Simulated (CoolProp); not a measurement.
Saturation properties of R22 (Tc = 96.1 °C, pc = 49.90 bar, ω = 0.221).

The numbers come from the reference Helmholtz-energy equation of state, Kamei 1995 in CoolProp.

```
T (°C)  p (bar)  liquid density (kg/m³)  vapour density (kg/m³)
------  -------  ----------------------  ----------------------
9.65      6.738                    1248                   28.52
12.45     7.326                    1238                   30.98
15.15     7.927                    1228                   33.51
17.85     8.565                    1218                   36.20
20.55     9.241                    1208                   39.08
23.25         …                       …                   42.14
25.95     10.71                       …                   45.40
28.65     11.50                    1176                   48.88
31.35     12.34                       …                   52.59
34.15     13.26                    1154                   56.69
36.85     14.19                    1142                   60.91
```

Fill in the missing entries.


- 23.25, p (bar): 9.955
- 23.25, liquid density (kg/m³): 1197
- 25.95, liquid density (kg/m³): 1187
- 31.35, liquid density (kg/m³): 1165

It boils at -40.8 °C under 1 atm.
